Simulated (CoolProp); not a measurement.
Vapour-liquid equilibrium of R143a (1) + fluoroethane (R161) (2) at 0.405 MPa; x and y are mole fractions of (1).

Values from CoolProp's multi-fluid Helmholtz-energy mixture model, Lemmon and Jacobsen 2000 and Wu 2012; pair parameters Bell 2016.

Q: Give the bubble temperature and the first vapour's composition at x = 0.425, 0.575, 0.875. Is there an azeotrope?

A: x = 0.425: 265.5 K, y = 0.506; x = 0.575: 264.0 K, y = 0.649; x = 0.875: 261.2 K, y = 0.904. No azeotrope shows between x = 0.05 and 0.95.

Pair parameters are fitted to limited data, so mixtures are less certain than the pure fluids.
